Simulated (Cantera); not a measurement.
A closed system holds: 1 mol SiCl₄, 0.56 mol Cl₂, 8.5 mol H₂, 0.53 mol HCl, equilibrated at 1475 °C and 0.133 bar.

Cantera equilibrium calculation (NASA polynomials, part measured and part estimated; ideal gas, pure solids and liquids). Candidate condensed phases: Si; 19 gas species. The tables' values for SiCl₃, SiCl are old estimates; treat these amounts as uncertain. The numbers say what is thermodynamically allowed, not how fast it happens.

Question: What is the equilibrium state?

Answer: 
```json
{
 "x(H₂)": "0.606",
 "x(HCl)": "0.306",
 "x(SiCl₂)": "0.0778",
 "x(SiCl₃)": "0.00714",
 "x(SiCl₄)": "0.00117",
 "x(SiHCl₃)": "0.000509",
 "x(H)": "0.000487",
 "x(Cl)": "0.000190",
 "x(SiH₂Cl₂)": "3.94e-5",
 "gas_amount": "11.53 mol",
 "log10 activity of Si(l) (absent)": "-0.82"
}
```
